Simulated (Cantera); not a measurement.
Standard-state values (1 bar) from the NASA 1993 polynomials, evaluated with Cantera. Values are per mole of reaction as written; species without (g) are pure solids or liquids, kept so even where they would boil at 1 bar.

5 H₂(g) + P₄O₁₀(g) ⇌ 10 OH(g) + P₄(g)

```tsv
T (K)	ΔH° (kJ)	ΔS° (J/K)	ΔG° (kJ)	log10 K
798	3341.4	1037.9	2513.2	-164.50
998	3328.0	1022.8	2307.2	-120.75
1198	3314.0	1010.1	2103.9	-91.73
1398	…	…	…	…
1598	3286.1	990.0	1704.1	-55.70
1798	…	…	…	…
1998	…	…	…	…
2198	…	…	…	…
2398	3232.3	962.6	923.9	-20.13
```

Problem. Fill in the missing entries.

Solution. 
- 1398, ΔH° (kJ): 3300.0
- 1398, ΔS° (J/K): 999.3
- 1398, ΔG° (kJ): 1903.0
- 1398, log10 K: -71.10
- 1798, ΔH° (kJ): 3272.3
- 1798, ΔS° (J/K): 981.8
- 1798, ΔG° (kJ): 1507.0
- 1798, log10 K: -43.78
- 1998, ΔH° (kJ): 3258.7
- 1998, ΔS° (J/K): 974.7
- 1998, ΔG° (kJ): 1311.3
- 1998, log10 K: -34.28
- 2198, ΔH° (kJ): 3245.4
- 2198, ΔS° (J/K): 968.3
- 2198, ΔG° (kJ): 1117.0
- 2198, log10 K: -26.55
